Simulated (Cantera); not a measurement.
Charge: 1 mol borazine, 5.6 mol NH3, 0.87 mol H2, held at 100000 Pa.

These are equilibrium values from Cantera (NASA tables, ideal gas, pure condensed phases), not measurements of a reactor. Candidate condensed phases: B, BN; 15 gas species. The feed counts by its element totals alone. Rates play no part. All values below are at 752 °C.

Base state: H2 0.814, N2 0.186, NH3 0.000157 (mole fractions); condensed: BN(s).

Question: What changes in the equilibrium state with this change: borazine replaced by BCl3?

Answer: 
```tsv
species	before	after
H2	0.814	0.594
HCl	0	0.230
N2	0.186	0.176
NH3	0.000157	9.52e-5
BN(s), mol	3.00	1.000
```
Further candidate phases: NH4Cl.
